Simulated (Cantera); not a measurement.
Feed: 1 mol MgCO3, 0.2 mol O2, held at 0.0100 bar.

Equilibrium computed with Cantera from the NASA thermochemical tables; the gas is ideal and each condensed phase is pure. Candidate condensed phases: C, Mg, MgCO3, MgO; 15 gas species. Kinetics and transport are ignored. All values below are at 1750 K.

Base state: CO2 0.830, O2 0.168, CO 0.00245, O 0.000306 (mole fractions); condensed: MgO(s).

Q: What changes in the equilibrium state with this change: O2 from 0.2 to 9.2 mol?

A: 
```tsv
species	before	after
O2	0.168	0.901
CO2	0.830	0.0979
O	0.000306	0.000710
CO	0.00245	0.000125
MgO(s), mol	1.00	1.00
```
